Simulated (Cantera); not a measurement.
Standard-state values (1 bar) from the NASA 1993 polynomials, evaluated with Cantera. Values are per mole of reaction as written; species without (g) are pure solids or liquids, kept so even where they would boil at 1 bar.

3 B3O3F3(g) ⇌ 3 BF3(g) + O3(g) + 3 B2O2(g)

```json
[
 {"T (K)": "998", "ΔH° (kJ)": "___", "ΔS° (J/K)": "___", "ΔG° (kJ)": "___", "log10 K": "___"},
 {"T (K)": "1098", "ΔH° (kJ)": "2438.6", "ΔS° (J/K)": "673.4", "ΔG° (kJ)": "1699.2", "log10 K": "-80.83"},
 {"T (K)": "1198", "ΔH° (kJ)": "___", "ΔS° (J/K)": "___", "ΔG° (kJ)": "___", "log10 K": "___"},
 {"T (K)": "1298", "ΔH° (kJ)": "2428.6", "ΔS° (J/K)": "665.0", "ΔG° (kJ)": "1565.4", "log10 K": "-62.99"},
 {"T (K)": "1398", "ΔH° (kJ)": "2423.5", "ΔS° (J/K)": "661.3", "ΔG° (kJ)": "1499.0", "log10 K": "-56.01"},
 {"T (K)": "1498", "ΔH° (kJ)": "2418.5", "ΔS° (J/K)": "657.8", "ΔG° (kJ)": "1433.1", "log10 K": "-49.97"},
 {"T (K)": "1598", "ΔH° (kJ)": "2413.5", "ΔS° (J/K)": "654.6", "ΔG° (kJ)": "1367.5", "log10 K": "-44.70"},
 {"T (K)": "1698", "ΔH° (kJ)": "___", "ΔS° (J/K)": "___", "ΔG° (kJ)": "___", "log10 K": "___"}
]
```

### Question
Some entries are withheld; supply them.

### Answer

- 998, ΔH° (kJ): 2443.3
- 998, ΔS° (J/K): 678.0
- 998, ΔG° (kJ): 1766.8
- 998, log10 K: -92.47
- 1198, ΔH° (kJ): 2433.6
- 1198, ΔS° (J/K): 669.1
- 1198, ΔG° (kJ): 1632.1
- 1198, log10 K: -71.16
- 1698, ΔH° (kJ): 2408.7
- 1698, ΔS° (J/K): 651.6
- 1698, ΔG° (kJ): 1302.2
- 1698, log10 K: -40.06
